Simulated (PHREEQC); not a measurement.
Consider water at 35 °C with 0.0027 mol/kgw MgCl2 and 0.28 mol/kgw Na2SO4. Closed to the air; pH follows from the charge balance.

All values are PHREEQC results (ion-association model, phreeqc.dat), not measurements.

Precipitation was switched off in this run.

**Question.** Order these S species by the share of S that they hold, largest first: MgSO4, SO4-2, NaSO4-.

**Answer.** SO4-2 (67 %), NaSO4- (32 %), MgSO4 (0.69 %)

The ionic strength is 0.661 mol/kgw.
